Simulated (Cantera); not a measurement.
Cantera run, input and output.

```python
import numpy as np
import cantera as ct

gas = ct.Solution("gri30.yaml", transport_model="mixture-averaged")
show = ['NH3', 'OH', 'O']

rows = []
print(f"{'T/K':>7s}{'rho':>11s}{'cp':>10s}{'mu':>11s}{'lambda':>11s}{'Pr':>7s}" + "".join(f"{'D_' + s:>11s}" for s in show))
for T in [400, 600, 800, 1000, 1200, 1400, 1600]:
    gas.TPX = T, 610, {'C2H2': 0.14, 'CH3OH': 0.65, 'H2O': 0.91}
    Pr = gas.cp_mass * gas.viscosity / gas.thermal_conductivity
    D = [gas.mix_diff_coeffs_mole[gas.species_index(s)] for s in show]
    rows.append([gas.density, gas.cp_mass, gas.viscosity, gas.thermal_conductivity, Pr, *D])
    print(f"{T:7g}{gas.density:11.4e}{gas.cp_mass:10.1f}{gas.viscosity:11.4e}"
          f"{gas.thermal_conductivity:11.4e}{Pr:7.3f}" + "".join(f"{d:11.4e}" for d in D))
print("SI units: kg/m3, J/kg/K, Pa s, W/m/K, m2/s")
```

It prints:

```
    T/K        rho        cp         mu     lambda     Pr      D_NH3       D_OH        D_O
    400 4.4091e-03    1752.8 1.3620e-05 3.3246e-02  0.718 5.0937e-03 8.4443e-03 8.5995e-03
    600 2.9394e-03    2078.8 2.0544e-05 5.8181e-02  0.734 1.1494e-02 1.7527e-02 1.7849e-02
    800 2.2046e-03    2349.2 2.7110e-05 8.5925e-02  0.741 2.0105e-02 2.8967e-02 2.9500e-02
   1000 1.7636e-03    2578.2 3.3258e-05 1.1499e-01  0.746 3.0652e-02 4.2487e-02 4.3269e-02
   1200 1.4697e-03    2767.3 3.9013e-05 1.4443e-01  0.747 4.2937e-02 5.7906e-02 5.8972e-02
   1400 1.2597e-03    2923.3 4.4417e-05 1.7367e-01  0.748 5.6811e-02 7.5093e-02 7.6475e-02
   1600 1.1023e-03    3051.2 4.9514e-05 2.0235e-01  0.747 7.2158e-02 9.3950e-02 9.5679e-02
SI units: kg/m3, J/kg/K, Pa s, W/m/K, m2/s
```

Cantera simulation using GRI-Mech 3.0 (53 species, 325 reactions); the numbers are that mechanism's predictions, not measurements. Polar gases are described roughly by these parameters. The composition is frozen, though it would react at the higher temperatures.
